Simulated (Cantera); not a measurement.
Input: 1 mol SiCl4, 6.4 mol NH3, held at 2123.15 K and 100000 Pa.

Equilibrium computed with Cantera from the NASA thermochemical tables; the gas is ideal and each condensed phase is pure. Candidate condensed phases: NH4Cl, Si, Si3N4; 28 gas species. The tables' values for SiCl3, SiCl, SiN are old estimates; treat these amounts as uncertain. Gases not in the tables: Si2H6 and higher silanes. The numbers say what is thermodynamically allowed, not how fast it happens.

### Question
What is the equilibrium state?

### Answer
```
Quantity        Value
----------  ---------
x(H2)           0.579
x(N2)           0.216
x(HCl)          0.134
x(SiCl2)       0.0646
x(H)          0.00273
x(SiCl3)      0.00174
x(SiCl)      0.000509
x(Cl)        0.000464
x(Si)        0.000170
gas amount  14.81 mol
```
